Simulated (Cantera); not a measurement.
An isothermal, constant-pressure homogeneous reactor starts with NH₃ : N₂ = 1 : 9.3 (molar parts), at 1550 K and 42.8 Torr. Integrator tolerance rtol = 1e-08.

Cantera simulation using the gas-phase N/H chemistry of the illustrative SiF4/NH3 mechanism in the Surface Chemkin manual (1991); the numbers are that mechanism's predictions, not measurements. Walls and surfaces, which speed up NH3 decomposition in real reactors, are not modelled.

Problem. What does this change do: 0.13 parts H2 added?

Solution. 
```tsv
quantity	before	after
x(NH₃) at 3.00 s	0.0919 (gas-phase equilibrium 1.36e-7)	0.0916 (gas-phase equilibrium 1.50e-7)
x(H) at 3.00 s	1.43e-6 (gas-phase equilibrium 4.84e-5)	3.19e-6 (gas-phase equilibrium 5.01e-5)
x(N₂H₄) at 3.00 s	5.51e-9 (gas-phase equilibrium <1e-12)	4.16e-9 (gas-phase equilibrium <1e-12)
x(H₂) at 3.00 s	0.00700 (gas-phase equilibrium 0.133)	0.0182 (gas-phase equilibrium 0.143)
x(NH₂) at 3.00 s	4.20e-5 (gas-phase equilibrium 1.13e-10)	3.65e-5 (gas-phase equilibrium 1.21e-10)
x(N) at 3.00 s	1.26e-8 (gas-phase equilibrium <1e-12)	2.25e-8 (gas-phase equilibrium <1e-12)
x(N₂) at 3.00 s	0.901 (gas-phase equilibrium 0.867)	0.890 (gas-phase equilibrium 0.857)
```

Problem. What does this change do: NH3 1 to 7.6 parts?

Solution. 
```json
[
 {"quantity": "x(NH₃) at 3.00 s", "before": "0.0919 (gas-phase equilibrium 1.36e-7)", "after": "0.431 (gas-phase equilibrium 6.98e-7)"},
 {"quantity": "x(H) at 3.00 s", "before": "1.43e-6 (gas-phase equilibrium 4.84e-5)", "after": "1.58e-6 (gas-phase equilibrium 9.06e-5)"},
 {"quantity": "x(N₂H₄) at 3.00 s", "before": "5.51e-9 (gas-phase equilibrium <1e-12)", "after": "2.00e-8 (gas-phase equilibrium <1e-12)"},
 {"quantity": "x(H₂) at 3.00 s", "before": "0.00700 (gas-phase equilibrium 0.133)", "after": "0.0192 (gas-phase equilibrium 0.465)"},
 {"quantity": "x(NH₂) at 3.00 s", "before": "4.20e-5 (gas-phase equilibrium 1.13e-10)", "after": "8.01e-5 (gas-phase equilibrium 3.12e-10)"},
 {"quantity": "x(N) at 3.00 s", "before": "1.26e-8 (gas-phase equilibrium <1e-12)", "after": "6.28e-9 (gas-phase equilibrium <1e-12)"},
 {"quantity": "x(N₂) at 3.00 s", "before": "0.901 (gas-phase equilibrium 0.867)", "after": "0.550 (gas-phase equilibrium 0.535)"}
]
```

Problem. What does this change do: pressure from 42.8 Torr to 760 Torr?

Solution. 
| quantity | before | after |
|---|---|---|
| x(NH₃) at 3.00 s | 0.0919 (gas-phase equilibrium 1.36e-7) | 0.0783 (gas-phase equilibrium 2.41e-6) |
| x(H) at 3.00 s | 1.43e-6 (gas-phase equilibrium 4.84e-5) | 2.52e-6 (gas-phase equilibrium 1.15e-5) |
| x(N₂H₄) at 3.00 s | 5.51e-9 (gas-phase equilibrium <1e-12) | 1.73e-8 (gas-phase equilibrium <1e-12) |
| x(H₂) at 3.00 s | 0.00700 (gas-phase equilibrium 0.133) | 0.0256 (gas-phase equilibrium 0.133) |
| x(NH₂) at 3.00 s | 4.20e-5 (gas-phase equilibrium 1.13e-10) | 1.76e-5 (gas-phase equilibrium 4.78e-10) |
| x(N) at 3.00 s | 1.26e-8 (gas-phase equilibrium <1e-12) | 6.15e-9 (gas-phase equilibrium <1e-12) |
| x(N₂) at 3.00 s | 0.901 (gas-phase equilibrium 0.867) | 0.896 (gas-phase equilibrium 0.867) |
